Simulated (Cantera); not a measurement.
What does this Cantera script print?

```python
import numpy as np
import cantera as ct

gas_names = """
    Fe FeO O O2 O3 S SO SO2 SO3 S2 S2O S8
""".split()
cond_names = """
    Fe(a) Fe(c) Fe(d) Fe(L) FeO(s) FeO(L) FeS(a) FeS(b) FeS(c) FeS(L) FeSO4(s) FeS2(s) Fe2O3(s)
    Fe2S3O12(s) Fe3O4(s) S(cr1) S(cr2) S(L)
""".split()


def load(file, names, dense=False):
    # The tables refer to 1 bar. Condensed volumes are neglected.
    table = {s.name: s for s in ct.Species.list_from_file(file)}
    out = []
    for n in names:
        d = dict(table[n].input_data)
        d["thermo"] = dict(d["thermo"], **{"reference-pressure": 1e5})
        if dense:
            d["equation-of-state"] = {"model": "constant-volume", "density": "1e6 g/cm^3"}
        out.append(ct.Species.from_dict(d))
    return out


gas = ct.Solution(thermo="ideal-gas", species=load("nasa_gas.yaml", gas_names))
cond = {s.name: ct.Solution(thermo="fixed-stoichiometry", species=[s], name=s.name)
        for s in load("nasa_condensed.yaml", cond_names, dense=True)}
atoms = {
    'Fe2O3': {'Fe': 2, 'O': 3},
    'SO2': {'S': 1, 'O': 2},
    'O2': {'O': 2},
}
top_T = {'FeSO4(s)': 950, 'FeS2(s)': 1010, 'Fe2O3(s)': 1830, 'Fe2S3O12(s)': 1100, 'Fe3O4(s)': 1870}  # K; cautious upper limits of use, not melting points


def equilibrate(T, P, feed):
    n = {}
    for name, mol in feed.items():
        for a, k in atoms[name].items():
            n[a] = n.get(a, 0.0) + k * mol
    gas.TPX = T, P, n
    mass = sum(n.values()) * gas.mean_molecular_weight
    gas.equilibrate("TP")
    valid = [c for c in cond.values() if c.min_temp <= T <= top_T.get(c.name, c.max_temp)]
    mix = ct.Mixture([(gas, mass / gas.mean_molecular_weight)] + [(c, 0.0) for c in valid])
    mix.T, mix.P = T, P
    mix.equilibrate("TP", solver="vcs", rtol=1e-11, max_steps=5000)
    return mix


results = []
feed = {'Fe2O3': 1, 'SO2': 0.32, 'O2': 0.16}  # mol
T = 1750  # K
P = 13332.2  # Pa
mix = equilibrate(T, P, feed)
results.append((T, P, feed, dict(zip(mix.species_names, mix.species_moles))))
x = sorted(zip(gas.X, gas.species_names), reverse=True)
print(f"T = {T:g} K  P = {P:g} Pa  gas = {mix.phase_moles(0):.4g} mol")
print("   x: " + "  ".join(f"{s} {v:.3e}" for v, s in x if v > 0.0001))
print("   condensed (mol): " + ("  ".join(f"{mix.phase(i).name} {mix.phase_moles(i):.4g}"
      for i in range(1, mix.n_phases) if mix.phase_moles(i) > 1e-12) or "none"))
```

Output:

```
T = 1750 K  P = 13332.2 Pa  gas = 0.6462 mol
   x: O2 5.047e-01  SO2 4.936e-01  SO3 1.612e-03  O 1.455e-04
   condensed (mol): Fe3O4(s) 0.6667
```

Cantera equilibrium calculation (NASA polynomials, part measured and part estimated; ideal gas, pure solids and liquids).
